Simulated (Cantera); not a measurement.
Input: 1 mol Si, 8.2 mol HCl, 12 mol H₂, a varied amount of F₂, equilibrated at 1200 K and 310 Pa.

Cantera equilibrium calculation (NASA polynomials, part measured and part estimated; ideal gas, pure solids and liquids). Candidate condensed phases: Si; 37 gas species. Kinetics and transport are ignored.

**Question.** At 3.7 mol F₂, list the 4 most abundant gas species with their mole fractions, and the condensed phases.

**Answer.** H₂ 0.450, HCl 0.358, HF 0.148, SiF₄ 0.0437. Condensed: gas only.
